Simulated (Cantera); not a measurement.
Mixture: 7.66 % CH4, 24.3 % O2, 68.1 % N2, equivalence ratio 0.63, at 11.0 bar, adiabatic and at constant volume. Ignition delay is the time to a rise of 400 K.

Computed with Cantera and GRI-Mech 3.0 (53 species, 325 reactions).

Task: Predict: delay at 1050 K; delay at 1200 K; delay at 1350 K; delay at 1500 K; delay at 1650 K; apparent activation energy between 1500 and 1650 K.

Result: 
```json
{
 "delay at 1050 K": "22.1 ms",
 "delay at 1200 K": "2.63 ms",
 "delay at 1350 K": "0.466 ms",
 "delay at 1500 K": "0.107 ms",
 "delay at 1650 K": "30.6 µs",
 "apparent activation energy between 1500 and 1650 K": "170 kJ/mol"
}
```
